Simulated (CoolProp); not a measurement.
A single-stage vapour-compression cycle with the fluid: evaporating at 207.15 K (dew point), condensing at 272.15 K (bubble point), superheat 2 K, subcooling 5 K, compressor efficiency 0.75, no pressure losses. The same conditions are run with several fluids, on thermodynamics alone (safety and materials aside).

The numbers come from the reference Helmholtz-energy equation of state of each fluid (nitrous oxide: Lemmon 2006; R143a: Lemmon and Jacobsen 2000; dimethyl ether: Wu 2011; R22: Kamei 1995; hydrogen chloride: Thol 2018; ethane: Bücker 2006) in CoolProp.

```tsv
fluid	cooling COP	pressure ratio	discharge temperature (K)	refrigerating effect (kJ/kg)	volumetric capacity (kJ/m³)
nitrous oxide	1.66	9.25	384.8	236	___
R143a	1.84	15.8	318.5	159	298
dimethyl ether	1.93	23.3	___	379	112
R22	1.88	___	367.5	184	243
hydrogen chloride	___	9.44	450.0	317	1880
ethane	1.67	7.85	331.6	289	1590
```

**Question.** Some entries are withheld; supply them.

**Answer.** 
- nitrous oxide, volumetric capacity (kJ/m³): 2090
- dimethyl ether, discharge temperature (K): 353.8
- R22, pressure ratio: 18.3
- hydrogen chloride, cooling COP: 1.69
